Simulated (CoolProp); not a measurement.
Properties of ethylene at several states (Tc = 282.4 K, pc = 5.042 MPa, ω = 0.087).

The numbers come from the reference Helmholtz-energy equation of state, Smukala 2000 in CoolProp.

| T (K) | p (MPa) | phase | cp (kJ/(kg K)) | expansivity (1/kK) |
|---|---|---|---|---|
| 213.4 | 0.02 | gas | 1.292 | 4.730 |
| 388.2 | 1.02 | gas | 1.895 | 2.807 |
| 244.5 | 0.127 | gas | 1.385 | 4.258 |
